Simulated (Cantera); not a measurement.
What does this Cantera script print?

```python
import numpy as np
import cantera as ct

gas_names = """
    C CH CH2 CH3 CH2OH CH3O CH4 CH3OH CO CO2 COOH C2 C2H CHCO,ketyl C2H2,acetylene C2H2,vinylidene
    CH2CO,ketene C2H3,vinyl CH3CO,acetyl C2H4 C2H4O,ethylen CH3CHO,ethanal CH3COOH (HCOOH)2 C2H5 C2H6
    CH3OCH3 C2H5OH C2O C3 C3H3,propargyl C3H4,allene C3H4,propyne C3H4,cyclo- C3H5,allyl C3H6,propylene
    C3H6,cyclo- C3H6O C3H7,n-propyl C3H7,i-propyl C3H8 C3H8O,1propanol C3H8O,2propanol C3O2 C4 C4H2
    C4H4,1,3-cyclo- C4H6,butadiene C4H6,2-butyne C4H6,cyclo- C4H8,1-butene C4H8,cis2-buten
    C4H8,tr2-butene C4H8,isobutene C4H8,cyclo- (CH3COOH)2 C4H9,n-butyl C4H9,i-butyl C4H9,s-butyl
    C4H9,t-butyl C4H10,isobutane C4H10,n-butane C5 C5H6,1,3cyclo- C5H8,cyclo- C5H10,1-pentene
    C5H10,cyclo- C5H11,pentyl C5H11,t-pentyl C5H12,n-pentane C5H12,i-pentane CH3C(CH3)2CH3 C6H2
    C6H5,phenyl C6H5O,phenoxy C6H6 C6H5OH,phenol C6H10,cyclo- C6H12,1-hexene C6H12,cyclo- C6H13,n-hexyl
    C7H7,benzyl C7H8 C7H8O,cresol C7H14,1-heptene C7H15,n-heptyl C7H16,n-heptane C8H8,styrene
    C8H10,ethylbenz C8H16,1-octene C8H17,n-octyl C8H18,isooctane C8H18,n-octane C9H19,n-nonyl
    C10H8,naphthale C10H21,n-decyl C12H9,o-bipheny C12H10,bipheny Fe FeC5O5 FeO Fe(OH)2 H HCO HO2 H2
    HCHO,formaldehy HCOOH H2O H2O2 O OH O2 O3
""".split()
cond_names = """
    C(gr) C6H6(L) C7H8(L) C8H18(L),n-octa Fe(a) Fe(c) Fe(d) Fe(L) FeC5O5(L) FeO(s) FeO(L) Fe(OH)2(s)
    Fe(OH)3(s) Fe2O3(s) Fe3O4(s) H2O(s) H2O(L)
""".split()


def load(file, names, dense=False):
    # The tables refer to 1 bar. Condensed volumes are neglected.
    table = {s.name: s for s in ct.Species.list_from_file(file)}
    out = []
    for n in names:
        d = dict(table[n].input_data)
        d["thermo"] = dict(d["thermo"], **{"reference-pressure": 1e5})
        if dense:
            d["equation-of-state"] = {"model": "constant-volume", "density": "1e6 g/cm^3"}
        out.append(ct.Species.from_dict(d))
    return out


gas = ct.Solution(thermo="ideal-gas", species=load("nasa_gas.yaml", gas_names))
cond = {s.name: ct.Solution(thermo="fixed-stoichiometry", species=[s], name=s.name)
        for s in load("nasa_condensed.yaml", cond_names, dense=True)}
atoms = {
    'Fe2O3': {'Fe': 2, 'O': 3},
    'CH4': {'C': 1, 'H': 4},
    'CO': {'C': 1, 'O': 1},
}
top_T = {'C(gr)': 4500, 'Fe2O3(s)': 1830, 'Fe3O4(s)': 1870}  # K; cautious upper limits of use, not melting points


def equilibrate(T, P, feed):
    n = {}
    for name, mol in feed.items():
        for a, k in atoms[name].items():
            n[a] = n.get(a, 0.0) + k * mol
    gas.TPX = T, P, n
    mass = sum(n.values()) * gas.mean_molecular_weight
    gas.equilibrate("TP")
    valid = [c for c in cond.values() if c.min_temp <= T <= top_T.get(c.name, c.max_temp)]
    mix = ct.Mixture([(gas, mass / gas.mean_molecular_weight)] + [(c, 0.0) for c in valid])
    mix.T, mix.P = T, P
    mix.equilibrate("TP", solver="vcs", rtol=1e-11, max_steps=5000)
    return mix


results = []
feed = {'Fe2O3': 1, 'CH4': 2.2, 'CO': 2.7}  # mol
P = 17  # Pa
for T in [1350, 1450, 1550, 1650, 1750, 1850, 1950, 2050, 2150, 2250, 2350, 2450]:
    mix = equilibrate(T, P, feed)
    results.append((T, P, feed, dict(zip(mix.species_names, mix.species_moles))))
    x = sorted(zip(gas.X, gas.species_names), reverse=True)
    print(f"T = {T:g} K  P = {P:g} Pa  gas = {mix.phase_moles(0):.4g} mol")
    print("   x: " + "  ".join(f"{s} {v:.3e}" for v, s in x if v > 0.0001))
    print("   condensed (mol): " + ("  ".join(f"{mix.phase(i).name} {mix.phase_moles(i):.4g}"
          for i in range(1, mix.n_phases) if mix.phase_moles(i) > 1e-12) or "none"))
```

Result:

```
T = 1350 K  P = 17 Pa  gas = 9.301 mol
   x: CO 4.946e-01  H2 4.193e-01  H2O 5.375e-02  CO2 3.226e-02  H 1.184e-04
   condensed (mol): Fe(c) 2
T = 1450 K  P = 17 Pa  gas = 9.305 mol
   x: CO 4.978e-01  H2 4.155e-01  H2O 5.717e-02  CO2 2.880e-02  H 4.675e-04  Fe 2.936e-04
   condensed (mol): Fe(c) 1.997
T = 1550 K  P = 17 Pa  gas = 9.33 mol
   x: CO 4.992e-01  H2 4.110e-01  H2O 5.977e-02  CO2 2.596e-02  Fe 2.466e-03  H 1.549e-03
   condensed (mol): Fe(c) 1.977
T = 1650 K  P = 17 Pa  gas = 9.472 mol
   x: CO 4.939e-01  H2 4.013e-01  H2O 6.103e-02  CO2 2.338e-02  Fe 1.589e-02  H 4.414e-03
   condensed (mol): Fe(c) 1.849
T = 1750 K  P = 17 Pa  gas = 10.19 mol
   x: CO 4.606e-01  H2 3.681e-01  Fe 8.197e-02  H2O 5.815e-02  CO2 2.010e-02  H 1.082e-02  FeO 1.297e-04  OH 1.002e-04
   condensed (mol): Fe(d) 1.163
T = 1850 K  P = 17 Pa  gas = 11.44 mol
   x: CO 4.117e-01  H2 3.204e-01  Fe 1.745e-01  H2O 5.248e-02  H 2.339e-02  CO2 1.679e-02  FeO 3.858e-04  OH 2.830e-04
   condensed (mol): none
T = 1950 K  P = 17 Pa  gas = 11.59 mol
   x: CO 4.071e-01  H2 3.033e-01  Fe 1.721e-01  H2O 5.185e-02  H 4.842e-02  CO2 1.582e-02  OH 7.517e-04  FeO 5.187e-04
   condensed (mol): none
T = 2050 K  P = 17 Pa  gas = 11.86 mol
   x: CO 3.982e-01  H2 2.751e-01  Fe 1.680e-01  H 9.126e-02  H2O 4.947e-02  CO2 1.503e-02  OH 1.794e-03  FeO 6.773e-04  O 4.294e-04
   condensed (mol): none
T = 2150 K  P = 17 Pa  gas = 12.31 mol
   x: CO 3.839e-01  H2 2.334e-01  Fe 1.616e-01  H 1.563e-01  H2O 4.407e-02  CO2 1.418e-02  OH 3.811e-03  O 1.798e-03  FeO 8.503e-04  O2 1.440e-04
   condensed (mol): none
T = 2250 K  P = 17 Pa  gas = 13.01 mol
   x: CO 3.642e-01  H 2.418e-01  H2 1.802e-01  Fe 1.528e-01  H2O 3.384e-02  CO2 1.256e-02  OH 6.823e-03  O 6.313e-03  FeO 9.738e-04  O2 4.978e-04
   condensed (mol): none
T = 2350 K  P = 17 Pa  gas = 13.96 mol
   x: CO 3.418e-01  H 3.361e-01  Fe 1.424e-01  H2 1.234e-01  H2O 1.928e-02  O 1.665e-02  CO2 9.271e-03  OH 9.049e-03  O2 1.082e-03  FeO 9.031e-04
   condensed (mol): none
T = 2450 K  P = 17 Pa  gas = 14.96 mol
   x: H 4.185e-01  CO 3.224e-01  Fe 1.331e-01  H2 7.375e-02  O 3.006e-02  OH 7.984e-03  H2O 7.201e-03  CO2 5.198e-03  O2 1.210e-03  FeO 6.216e-04
   condensed (mol): none
```

Cantera equilibrium calculation (NASA polynomials, part measured and part estimated; ideal gas, pure solids and liquids).
